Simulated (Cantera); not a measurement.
# SiCl4 + H2 (chlorosilane synthesis and conversion)

A closed system holds: 1 mol SiCl4, 0.84 mol H2, at 63000 Pa.

Equilibrium computed with Cantera from the NASA thermochemical tables; the gas is ideal and each condensed phase is pure. Candidate condensed phases: Si; 19 gas species. The tables' values for SiCl3 are old estimates; treat these amounts as uncertain. Equilibrium is a limit: real reactors are often held back by kinetics, nucleation or transport.

| T (K) | x SiCl4 | x H2 | x HCl | x SiHCl3 | x SiCl3 |
|---|---|---|---|---|---|
| 525 | 0.543 | 0.456 | 0.000945 | 0.000944 | 2.59e-10 |
| 575 | 0.542 | 0.455 | 0.00191 | 0.00191 | 4.45e-9 |
| 625 | 0.540 | 0.453 | 0.00344 | 0.00344 | 4.83e-8 |
| 675 | 0.538 | 0.451 | 0.00564 | 0.00564 | 3.68e-7 |
| 725 | 0.535 | 0.448 | 0.00861 | 0.00859 | 2.11e-6 |
| 775 | 0.531 | 0.444 | 0.0124 | 0.0123 | 9.59e-6 |
| 825 | 0.527 | 0.440 | 0.0170 | 0.0169 | 3.62e-5 |
| 875 | 0.521 | 0.434 | 0.0224 | 0.0221 | 0.000117 |
| 925 | 0.515 | 0.428 | 0.0286 | 0.0280 | 0.000330 |
| 975 | 0.508 | 0.421 | 0.0357 | 0.0343 | 0.000832 |
| 1025 | 0.500 | 0.413 | 0.0436 | 0.0407 | 0.00190 |
| 1075 | 0.490 | 0.405 | 0.0528 | 0.0468 | 0.00395 |
| 1125 | 0.479 | 0.396 | 0.0636 | 0.0518 | 0.00751 |
| 1175 | 0.465 | 0.385 | 0.0769 | 0.0549 | 0.0131 |
x: gas mole fraction; nothing condenses.

From 525 K to 1175 K nothing is condensed. The main Si-bearing gas is SiCl4 throughout.
